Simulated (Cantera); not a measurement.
A closed system holds: 1 mol Si2Cl6, 0.048 mol Cl2, 230 mol N2, held at 1.20 mbar.

Equilibrium computed with Cantera from the NASA thermochemical tables; the gas is ideal and each condensed phase is pure. Candidate condensed phases: Si, Si3N4; 13 gas species. The feed counts by its element totals alone. The tables' values for SiCl3 are old estimates; treat these amounts as uncertain. Kinetics and transport are ignored. All values below are at 1275 K.

Base state: N2 0.991, SiCl4 0.00380, SiCl2 0.00341, SiCl3 0.00141, Cl 1.56e-5 (mole fractions); condensed: gas only.

What changes in the equilibrium state with this change: pressure from 1.20 mbar to 13.3 mbar?


```tsv
species	before	after
N2	0.991	0.993
SiCl4	0.00380	0.00557
SiCl3	0.00141	0.000822
SiCl2	0.00341	0.000789
Cl	1.56e-5	3.53e-6
Si3N4(s), mol	0	0.112
```
N2 is the only nitrogen source here; it is nearly inert below about 1500 K, so the nitride shown seldom forms there in practice.
